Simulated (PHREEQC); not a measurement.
Metal-bearing waste water: speciation

A solution holds 3.2 mmol/kgw Pb(NO3)2, 3.9 mmol/kgw CaCl2 and 0.039 mmol/kgw NaH2PO4, at 44 °C. Closed to the air; pH follows from the charge balance.

The numbers come from PHREEQC with the ion-association model, wateq4f.dat.

Each row changes one thing in this solution. This is a speciation only: nothing precipitates in the calculation.

| case | pH | ionic strength (mol/kgw) | Pb+2 (mol/kgw) | PbNO3+ (mol/kgw) | H2PO4- (mol/kgw) | PbOH+ (mol/kgw) | SI of Pb(OH)2 (Pb(OH)2) | SI of Litharge (PbO) |
|---|---|---|---|---|---|---|---|---|
| as made | 5.22 | 0.0198 | 0.00245 | 0.000127 | 3.49e-5 | 5.15e-6 | +0.04 | -4.42 |
| CaCl2 replaced by NaCl at the same molality | 5.20 | 0.0125 | (withheld) | 0.000153 | 3.84e-5 | (withheld) | (withheld) | -4.37 |
| NaH2PO4 from 3.9e-05 to 1.95e-05 mol/kgw | 5.24 | 0.0198 | 0.00245 | 0.000127 | 1.74e-5 | 5.38e-6 | +0.08 | -4.38 |
| diluted 10-fold with water | 5.64 | 0.00210 | (withheld) | 2.32e-6 | 3.70e-6 | 2.21e-6 | +0.14 | -4.33 |
| 0.00037 mol/kgw HBF4 added | 3.21 | 0.0205 | 0.00245 | 0.000126 | 3.31e-5 | 4.95e-8 | -3.99 | -8.45 |
| CaCl2 from 0.0039 to 0.0195 mol/kgw | 5.29 | 0.0649 | 0.00160 | 5.99e-5 | 2.79e-5 | 3.14e-6 | -0.13 | -4.60 |
| CaCl2 left out | 5.17 | 0.00927 | 0.00301 | 0.000182 | 3.84e-5 | (withheld) | +0.10 | -4.37 |
| temperature from 44 to 90 °C | 5.24 | 0.0190 | 0.00201 | 9.99e-5 | 3.20e-5 | 4.23e-6 | +1.19 | -3.07 |
| 0.0033 mol/kgw NaCl added | 5.24 | 0.0228 | 0.00228 | 0.000115 | 3.50e-5 | 4.88e-6 | +0.04 | -4.43 |

Q: What belongs in the gaps?

A: 
- CaCl2 replaced by NaCl at the same molality, Pb+2 (mol/kgw): 0.00267
- CaCl2 replaced by NaCl at the same molality, PbOH+ (mol/kgw): 5.83e-6
- CaCl2 replaced by NaCl at the same molality, SI of Pb(OH)2 (Pb(OH)2): +0.09
- diluted 10-fold with water, Pb+2 (mol/kgw): 0.000304
- CaCl2 left out, PbOH+ (mol/kgw): 6.32e-6

Some of these states are supersaturated (in Pb(OH)2, Fluorite, Matlockite, for instance). H3PO4, which wateq4f.dat lacks, is added to it with the constant of phreeqc.dat. Constants without temperature data keep their 25 °C values here. Real BF4- forms and hydrolyses slowly; the run takes it at equilibrium. The database has no phosphate complexes of Pb.
